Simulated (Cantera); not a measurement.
Gas activation for diamond growth

An isothermal, constant-pressure homogeneous reactor starts with CH₄ : H₂ = 0.042 : 1 (molar parts), at 1648 K and 10.00 Torr.

Model: GRI-Mech 3.0 (53 species, 325 reactions), integrated in Cantera. GRI-Mech 3.0 stops at C3 and has no aromatics, soot or wall deposition, so with more carbon than oxygen in the feed, carbon stays in small species such as C2H2 where larger ones or solid carbon would form. Radical loss at walls, strong at low pressure, is not modelled.

```tsv
t (s)	x CH₄	x H₂	x C₂H₂	x C₂H₆	x CH₂	x H
0.000400	0.0403	0.960	<1e-12	9.47e-12	3.21e-12	2.14e-6
0.000937	0.0403	0.960	<1e-12	1.15e-10	2.01e-11	5.04e-6
0.00220	0.0403	0.960	2.25e-11	1.26e-9	1.17e-10	1.18e-5
0.00515	0.0403	0.960	7.98e-10	1.15e-8	6.53e-10	2.77e-5
0.0121	0.0402	0.960	3.14e-8	8.10e-8	3.57e-9	6.49e-5
0.0283	0.0402	0.960	1.35e-6	4.31e-7	1.89e-8	0.000151
0.0663	0.0398	0.959	4.70e-5	1.63e-6	8.62e-8	0.000330
0.155	0.0384	0.960	0.000618	3.16e-6	2.12e-7	0.000540
0.364	0.0343	0.962	0.00257	2.89e-6	2.30e-7	0.000596
0.853	0.0271	0.966	0.00609	1.90e-6	1.99e-7	0.000619
2.00	0.0177	0.971	0.0107	8.69e-7	1.49e-7	0.000657
```
x: mole fraction; the columns are a selection and need not sum to one.

Equilibrium at this temperature and pressure: CH₄ 0.000355, H₂ 0.980, C₂H₂ 0.0192, C₂H₆ 7.43e-10, CH₂ 4.36e-9, H 0.000769 (gas phase only).
